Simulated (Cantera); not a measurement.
A closed system holds: 1 mol B₂H₆, 5.8 mol H₂O, 0.12 mol N₂, at 1602 °C and 0.490 bar.

Method: chemical equilibrium by Gibbs-energy minimisation in Cantera with the NASA 1993 tables (ideal gas, pure condensed phases). Candidate condensed phases: B, BN, B₂O₃, B₃O₃H₃, H₂O; 39 gas species. The feed counts by its element totals alone. Rates play no part.

Problem. What is the equilibrium state?

Solution. 
```
Property                                  Value
------------------------------------  ---------
x(H₂)                                     0.602
x(H₂O)                                    0.196
x(HBO₂)                                   0.173
x(B₂O₃)                                  0.0130
x(N₂)                                    0.0121
x(HBO)                                  0.00186
x(H)                                   0.000727
x((HBO₂)₃)                              7.28e-5
x(BO)                                   3.69e-5
gas amount                            9.923 mol
log10 activity of B(s) (absent)           -5.01
log10 activity of B₃O₃H₃(s) (absent)     -12.10
```
